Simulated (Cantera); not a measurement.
Charge: 1 mol SiO₂, 1.1 mol CH₄, 1.3 mol H₂, 0.63 mol C, at 1330 Pa.

These are equilibrium values from Cantera (NASA tables, ideal gas, pure condensed phases), not measurements of a reactor. Candidate condensed phases: C, C₆H₆, C₇H₈, C₈H₁₈, H₂O, Si, SiC, SiO₂; 123 gas species. Mutual solubility and eutectic melting of coexisting phases are not modelled. The tables hold silica as quartz up to 1696 K and as liquid above; real silica turns to tridymite and cristobalite and melts near 1996 K. Gases not in the tables: Si₂H₆ and higher silanes. Kinetics and transport are ignored.

Task: Which condensed phases are stable at each of these points (T (°C)): 1275, 1325, 1375, 1425, 1475, 1525, 1575, 1625, 1675, 1725, 1775, 1825, 1875?

Result: 
```tsv
T (°C)	condensed phases	Si condensed (%)
1275	SiC(s) + SiO₂(β-quartz)	90.2
1325	SiC(s) + SiO₂(β-quartz)	66.7
1375	SiC(s)	36.5
1425	SiC(s)	36.5
1475	SiC(s)	36.5
1525	SiC(s)	36.5
1575	SiC(s)	36.5
1625	SiC(s)	36.4
1675	SiC(s)	36.3
1725	SiC(s)	36.1
1775	SiC(s)	35.7
1825	SiC(s)	34.9
1875	SiC(s)	33.5
```

From 1275 °C to 1325 °C the condensed part is SiC(s) + SiO₂(β-quartz). From 1375 °C to 1875 °C the condensed part is SiC(s).
